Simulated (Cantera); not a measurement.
Feed: 1 mol Cr, 0.018 mol O2, 4.8 mol N2, equilibrated at 1100 K.

Method: chemical equilibrium by Gibbs-energy minimisation in Cantera with the NASA 1993 tables (ideal gas, pure condensed phases). Candidate condensed phases: Cr, CrN, Cr2N, Cr2O3; 14 gas species. Mutual solubility and eutectic melting of coexisting phases are not modelled. Rates play no part.

Question: Which condensed phases are stable at each of these points (P (Pa)): 0.100, 1.50, 22, 320, 4600, 68000, 1000000?

Answer: 
```
P (Pa)     condensed phases  Cr condensed (%)
-------  ------------------  ----------------
0.100      Cr(s) + Cr2O3(s)             100.0
1.50       Cr(s) + Cr2O3(s)             100.0
22       Cr2N(s) + Cr2O3(s)             100.0
320      Cr2N(s) + Cr2O3(s)             100.0
4600      CrN(s) + Cr2O3(s)             100.0
68000     CrN(s) + Cr2O3(s)             100.0
1000000   CrN(s) + Cr2O3(s)             100.0
```

From 1.00e-6 bar to 1.50e-5 bar the condensed part is Cr(s) + Cr2O3(s). From 0.000220 bar to 0.00320 bar the condensed part is Cr2N(s) + Cr2O3(s). From 0.0460 bar to 10.0 bar the condensed part is CrN(s) + Cr2O3(s).
